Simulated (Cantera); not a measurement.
Silicon carbide growth: SiH4 + C2H4 + H2

Charge: 1 mol SiH4, 0.28 mol C2H4, 39 mol H2, equilibrated at 350 Pa.

These are equilibrium values from Cantera (NASA tables, ideal gas, pure condensed phases), not measurements of a reactor. Candidate condensed phases: C, C6H6, C7H8, C8H18, Si, SiC; 87 gas species. Mutual solubility and eutectic melting of coexisting phases are not modelled. Gases not in the tables: Si2H6 and higher silanes. The numbers say what is thermodynamically allowed, not how fast it happens.

At 1652 °C the condensed part is Si(l) + SiC(s). From 1727 °C to 1877 °C the condensed part is SiC(s). At 1952 °C the condensed part is C(graphite) + SiC(s). From 2027 °C to 2177 °C nothing is condensed. The main Si-bearing gas is Si throughout.

```json
[
 {"T (°C)": "1652", "x H2": "0.979", "x H": "0.0160", "x Si": "0.00497", "x C2H2 (acetylene)": "7.57e-7", "x SiC2": "2.42e-7", "n Si(l)": "0.209", "n SiC(s)": "0.556", "n C(graphite)": "0"},
 {"T (°C)": "1727", "x H2": "0.963", "x H": "0.0270", "x Si": "0.00945", "x C2H2 (acetylene)": "3.85e-6", "x SiC2": "2.04e-6", "n Si(l)": "0", "n SiC(s)": "0.548", "n C(graphite)": "0"},
 {"T (°C)": "1802", "x H2": "0.946", "x H": "0.0438", "x Si": "0.00958", "x C2H2 (acetylene)": "5.56e-5", "x SiC2": "2.63e-5", "n Si(l)": "0", "n SiC(s)": "0.538", "n C(graphite)": "0"},
 {"T (°C)": "1877", "x H2": "0.919", "x H": "0.0684", "x Si": "0.0106", "x C2H2 (acetylene)": "0.000553", "x SiC2": "0.000259", "n Si(l)": "0", "n SiC(s)": "0.466", "n C(graphite)": "0"},
 {"T (°C)": "1952", "x H2": "0.876", "x H": "0.102", "x Si": "0.0155", "x C2H2 (acetylene)": "0.00257", "x SiC2": "0.00164", "n Si(l)": "0", "n SiC(s)": "0.126", "n C(graphite)": "0.0120"},
 {"T (°C)": "2027", "x H2": "0.827", "x H": "0.149", "x Si": "0.0177", "x C2H2 (acetylene)": "0.00339", "x SiC2": "0.00232", "n Si(l)": "0", "n SiC(s)": "0", "n C(graphite)": "0"},
 {"T (°C)": "2102", "x H2": "0.767", "x H": "0.209", "x Si": "0.0178", "x C2H2 (acetylene)": "0.00340", "x SiC2": "0.00226", "n Si(l)": "0", "n SiC(s)": "0", "n C(graphite)": "0"},
 {"T (°C)": "2177", "x H2": "0.694", "x H": "0.283", "x Si": "0.0175", "x C2H2 (acetylene)": "0.00329", "x SiC2": "0.00213", "n Si(l)": "0", "n SiC(s)": "0", "n C(graphite)": "0"}
]
```
x: gas mole fraction; n: condensed amount in mol.
